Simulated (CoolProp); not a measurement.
Saturated liquid density (kg/m³) of cyclopentane: the reference equation beside estimates from Tc = 511.7 K, pc = 4583 kPa, ω = 0.202. Rackett uses Z = 0.29056 − 0.08775 ω.

Model: reference Helmholtz-energy equation of state, Gedanitz 2015, in CoolProp.

```json
[
 {"T (K)": "375.2", "reference": "657.0", "Rackett": "674.5", "van der Waals": "418.3", "Soave-Redlich-Kwong": "622.1", "Peng-Robinson": "705.2"},
 {"T (K)": "382.2", "reference": "648.5", "Rackett": "665.6", "van der Waals": "412.7", "Soave-Redlich-Kwong": "612.5", "Peng-Robinson": "694.4"},
 {"T (K)": "389.1", "reference": "639.9", "Rackett": "656.6", "van der Waals": "407.0", "Soave-Redlich-Kwong": "602.6", "Peng-Robinson": "683.4"},
 {"T (K)": "396.1", "reference": "630.9", "Rackett": "647.2", "van der Waals": "401.1", "Soave-Redlich-Kwong": "592.1", "Peng-Robinson": "671.7"},
 {"T (K)": "403.1", "reference": "621.7", "Rackett": "637.6", "van der Waals": "395.0", "Soave-Redlich-Kwong": "581.3", "Peng-Robinson": "659.5"},
 {"T (K)": "410.1", "reference": "612.2", "Rackett": "627.6", "van der Waals": "388.7", "Soave-Redlich-Kwong": "569.9", "Peng-Robinson": "646.7"},
 {"T (K)": "417.1", "reference": "602.4", "Rackett": "617.4", "van der Waals": "382.1", "Soave-Redlich-Kwong": "558.0", "Peng-Robinson": "633.3"},
 {"T (K)": "424.1", "reference": "592.3", "Rackett": "606.7", "van der Waals": "375.2", "Soave-Redlich-Kwong": "545.6", "Peng-Robinson": "619.2"},
 {"T (K)": "431.1", "reference": "581.7", "Rackett": "595.6", "van der Waals": "368.1", "Soave-Redlich-Kwong": "532.5", "Peng-Robinson": "604.3"},
 {"T (K)": "438.1", "reference": "570.7", "Rackett": "584.0", "van der Waals": "360.6", "Soave-Redlich-Kwong": "518.8", "Peng-Robinson": "588.6"},
 {"T (K)": "445.1", "reference": "559.2", "Rackett": "571.9", "van der Waals": "352.8", "Soave-Redlich-Kwong": "504.3", "Peng-Robinson": "571.9"},
 {"T (K)": "452.1", "reference": "547.0", "Rackett": "559.1", "van der Waals": "344.5", "Soave-Redlich-Kwong": "488.9", "Peng-Robinson": "554.1"},
 {"T (K)": "459.1", "reference": "534.1", "Rackett": "545.5", "van der Waals": "335.7", "Soave-Redlich-Kwong": "472.4", "Peng-Robinson": "535.0"}
]
```

Absolute difference from the reference over all 13 rows, mean and median: Rackett 2.4 and 2.5 %, van der Waals 36.6 and 36.6 %, Soave-Redlich-Kwong 7.8 and 7.4 %, Peng-Robinson 4.6 and 5.1 %.
